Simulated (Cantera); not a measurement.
Feed: 1 mol FeS, 2.2 mol H2S, 1.9 mol O2, 0.96 mol SO2, equilibrated at 923.15 K and 3500 Pa.

Equilibrium computed with Cantera from the NASA thermochemical tables; the gas is ideal and each condensed phase is pure. Candidate condensed phases: Fe, FeO, Fe(OH)2, Fe(OH)3, FeS, FeSO4, FeS2, Fe2O3, Fe2(SO4)3, Fe3O4, H2O, H2SO4, S; 22 gas species. FeS: taken at fixed stoichiometry. Gases not in the tables: S3 to S7. Equilibrium is a limit: real reactors are often held back by kinetics, nucleation or transport.

Base state: H2O 0.442, SO2 0.396, S2 0.124, H2S 0.0326, S2O 0.00345, H2 0.00148, SO 1.68e-5 (mole fractions); condensed: FeS(s).

Problem. What changes in the equilibrium state with this change: pressure from 3500 Pa to 40000 Pa?

Solution. 
```csv
species,before,after
H2O,0.442,0.461
SO2,0.396,0.420
S2,0.124,0.0727
H2S,0.0326,0.0407
H2,0.00148,0.000715
SO,1.68e-5,8.26e-6
S2O,0.00345,0.00437
"FeS(s), mol",1.00,0.534
"FeS2(s), mol",0,0.466
```

Problem. What changes in the equilibrium state with this change: 0.78 mol NH3 added?

Solution. 
| species | before | after |
|---|---|---|
| H2O | 0.442 | 0.522 |
| SO2 | 0.396 | 0.227 |
| S2 | 0.124 | 0.128 |
| N2 | 0 | 0.0667 |
| H2S | 0.0326 | 0.0521 |
| H2 | 0.00148 | 0.00233 |
| SO | 1.68e-5 | 1.28e-5 |
| FeS(s), mol | 1.00 | 1.00 |
